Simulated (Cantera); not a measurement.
Charge: 1 mol B2O3, a varied amount of HF, 3.9 mol N2, held at 750 K and 13300 Pa.

Method: chemical equilibrium by Gibbs-energy minimisation in Cantera with the NASA 1993 tables (ideal gas, pure condensed phases). Candidate condensed phases: B, BN, B2O3, B3O3H3, H2O; 62 gas species. Gases not in the tables: H3BO3. Kinetics and transport are ignored.

Question: Which condensed phases are stable at each of these points (n(HF) (mol)): 2.5, 3.7, 5.5, 8.1, 12, 18, 26?

Answer: 
```
n(HF) (mol)  condensed phases  B condensed (%)
-----------  ----------------  ---------------
2.5                   B2O3(l)             56.1
3.7                   B2O3(l)             34.2
5.5                   B2O3(l)              0.9
8.1                  gas only              0.0
12                   gas only              0.0
18                   gas only              0.0
26                   gas only              0.0
```

From 2.5 mol HF to 5.5 mol HF the condensed part is B2O3(l). From 8.1 mol HF to 26 mol HF nothing is condensed.
